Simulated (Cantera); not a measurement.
## Ignition delay

Mixture: CH4 : C2H6 : C3H8 : O2 : N2 = 1 : 0.042 : 1.2 : 18.5 : 69.6 (molar parts), at 4.93 atm, adiabatic and at constant pressure. Ignition delay is the time to a rise of 400 K.

Cantera simulation using GRI-Mech 3.0 (53 species, 325 reactions); the numbers are that mechanism's predictions, not measurements. GRI-Mech 3.0 was tuned for natural gas; its chemistry of propane as a main component is partial and can be far from experiment.

| T0 (K) | delay (ms) |
|---|---|
| 1123 | 9.50 |
| 1223 | 1.56 |
| 1323 | 0.304 |
| 1423 | 0.0785 |
| 1523 | 0.0271 |
| 1623 | 0.0120 |
| 1723 | 0.00649 |
| 1823 | 0.00410 |

- apparent activation energy between 1623 and 1823 K = 130 kJ/mol
